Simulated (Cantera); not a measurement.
Moist CO burnout

A perfectly stirred reactor is fed with 0.159 % CO, 0.446 % O₂, 0.238 % H₂O, 99.2 % N₂, equivalence ratio 0.18, at 2480 Torr; it is held at 1375 K, and followed from long to short residence time.

Computed with Cantera and GRI-Mech 3.0 (53 species, 325 reactions).

```csv
τ (s),x CO,x O₂,x H₂O,x H₂,x NO,x CO₂,x OH
2.3,1.24e-5,0.00368,0.00238,3.26e-7,3.58e-7,0.00158,5.99e-6
0.61,3.16e-5,0.00368,0.00238,7.48e-7,4.12e-7,0.00156,8.67e-6
0.16,8.03e-5,0.00371,0.00237,1.75e-6,3.99e-7,0.00151,1.25e-5
0.044,0.000190,0.00376,0.00237,3.87e-6,2.91e-7,0.00140,1.77e-5
0.012,0.000420,0.00387,0.00236,7.86e-6,1.59e-7,0.00117,2.44e-5
0.0031,0.000829,0.00407,0.00235,1.30e-5,6.07e-8,0.000758,3.07e-5
0.00084,0.00128,0.00429,0.00235,1.25e-5,1.10e-8,0.000303,2.90e-5
```
x: mole fraction; the columns are a selection and need not sum to one.
